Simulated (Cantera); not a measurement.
A closed system holds: 1 mol CuO, 0.35 mol C, 1.4 mol H₂, equilibrated at 1.33 mbar.

Method: chemical equilibrium by Gibbs-energy minimisation in Cantera with the NASA 1993 tables (ideal gas, pure condensed phases). Candidate condensed phases: C, C₆H₆, C₇H₈, C₈H₁₈, Cu, CuO, Cu(OH)₂, Cu₂O, H₂O; 113 gas species. Rates play no part. All values below are at 2048 K.

Base state: Cu 0.357, H₂ 0.271, H₂O 0.212, CO 0.107, H 0.0319, CO₂ 0.0176, OH 0.00271, O 0.000231 (mole fractions); condensed: gas only.

### Question
What changes in the equilibrium state with this change: pressure from 1.33 mbar to 9.70 mbar?

### Answer
```json
[
 {"species": "Cu", "before": "0.357", "after": "0.360"},
 {"species": "H₂", "before": "0.271", "after": "0.283"},
 {"species": "H₂O", "before": "0.212", "after": "0.216"},
 {"species": "H", "before": "0.0319", "after": "0.0121"},
 {"species": "CO", "before": "0.107", "after": "0.109"},
 {"species": "CO₂", "before": "0.0176", "after": "0.0175"},
 {"species": "O₂", "before": "7.71e-5", "after": "1.02e-5"},
 {"species": "O", "before": "0.000231", "after": "3.11e-5"},
 {"species": "Cu₂", "before": "0.000124", "after": "0.000914"},
 {"species": "OH", "before": "0.00271", "after": "0.00101"}
]
```
